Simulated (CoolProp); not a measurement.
R13 along the isobar 5.8 MPa: density (kg/m³) from the reference equation and from simpler models built on Tc = 303.0 K, pc = 3.973 MPa, ω = 0.175; each cubic takes its own stable root.

Computed with CoolProp (reference Helmholtz-energy equation of state, Platzer 1990). This equation is an older, rougher fit; its heat capacities, sound speeds and derivatives of the liquid may be far off and weren't checked against measurements.

```
T (K)   phase  reference
-----  ------  ---------
115.5  liquid       1799
128.5  liquid       1755
141.6  liquid       1711
154.6  liquid       1667
167.6  liquid       1623
180.7  liquid       1577
193.7  liquid       1531
206.8  liquid       1483
219.8  liquid       1433
232.8  liquid       1381
```

Problem. How far does each simpler model (van der Waals, Redlich-Kwong, Soave-Redlich-Kwong) lie from the reference over these 10 states: mean and median of the absolute difference, and the worst?

Solution. 
- van der Waals: mean 33.8 %, median 33.7 %, worst -35.5 % at 115.5 K and 5.8 MPa
- Redlich-Kwong: mean 3.9 %, median 3.8 %, worst -4.9 % at 232.8 K and 5.8 MPa
- Soave-Redlich-Kwong: mean 2.7 %, median 2.4 %, worst -4.3 % at 115.5 K and 5.8 MPa
